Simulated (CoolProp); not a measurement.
Vapour-liquid equilibrium of hydrogen sulfide (1) + toluene (2) at 335.6 K; x and y are mole fractions of (1).

Computed with CoolProp (multi-fluid Helmholtz-energy mixture model, Lemmon 2006 and Lemmon 2006; pair parameters Bell 2016).

```json
[
 {"x": "0.05", "bubble pressure (bar)": "2.198", "y at the bubble point": "0.906", "dew pressure at overall composition x (bar)": "0.2150", "liquid density (mol/L)": "9.287"},
 {"x": "0.15", "bubble pressure (bar)": "?", "y at the bubble point": "0.964", "dew pressure at overall composition x (bar)": "?", "liquid density (mol/L)": "9.971"},
 {"x": "0.25", "bubble pressure (bar)": "8.957", "y at the bubble point": "0.977", "dew pressure at overall composition x (bar)": "?", "liquid density (mol/L)": "10.74"},
 {"x": "0.35", "bubble pressure (bar)": "12.33", "y at the bubble point": "0.984", "dew pressure at overall composition x (bar)": "0.3147", "liquid density (mol/L)": "11.60"},
 {"x": "0.45", "bubble pressure (bar)": "16.04", "y at the bubble point": "0.988", "dew pressure at overall composition x (bar)": "0.3721", "liquid density (mol/L)": "12.58"},
 {"x": "0.55", "bubble pressure (bar)": "20.20", "y at the bubble point": "0.991", "dew pressure at overall composition x (bar)": "0.4550", "liquid density (mol/L)": "13.69"},
 {"x": "0.65", "bubble pressure (bar)": "24.90", "y at the bubble point": "?", "dew pressure at overall composition x (bar)": "0.5854", "liquid density (mol/L)": "14.94"},
 {"x": "0.75", "bubble pressure (bar)": "30.15", "y at the bubble point": "0.996", "dew pressure at overall composition x (bar)": "0.8202", "liquid density (mol/L)": "16.32"},
 {"x": "0.85", "bubble pressure (bar)": "35.90", "y at the bubble point": "?", "dew pressure at overall composition x (bar)": "1.370", "liquid density (mol/L)": "?"},
 {"x": "0.95", "bubble pressure (bar)": "42.18", "y at the bubble point": "0.999", "dew pressure at overall composition x (bar)": "4.131", "liquid density (mol/L)": "19.15"}
]
```

**Question.** What belongs in the gaps?

**Answer.** 
- 0.15, bubble pressure (bar): 5.691
- 0.15, dew pressure at overall composition x (bar): 0.2404
- 0.25, dew pressure at overall composition x (bar): 0.2727
- 0.65, y at the bubble point: 0.994
- 0.85, y at the bubble point: 0.997
- 0.85, liquid density (mol/L): 17.80

No azeotrope shows between x = 0.05 and 0.95.

The pair parameters rest on a limited set of measurements; away from them the model extrapolates.
